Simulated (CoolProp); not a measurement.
The numbers come from the reference Helmholtz-energy equation of state, Akasaka 2019 in CoolProp.

Problem. Give the vapour pressure (MPa), vapour density (kg/m³), enthalpy of vaporisation (kJ/kg) of saturated R1234ze(Z) at 311.2, 350.6, 400 K.

Solution. 
```json
[
 {"T (K)": "311.2", "p (MPa)": "0.273", "vapour density (kg/m³)": "13.3", "enthalpy of vaporisation (kJ/kg)": "198"},
 {"T (K)": "350.6", "p (MPa)": "0.808", "vapour density (kg/m³)": "39.5", "enthalpy of vaporisation (kJ/kg)": "167"},
 {"T (K)": "400", "p (MPa)": "2.31", "vapour density (kg/m³)": "137", "enthalpy of vaporisation (kJ/kg)": "106"}
]
```
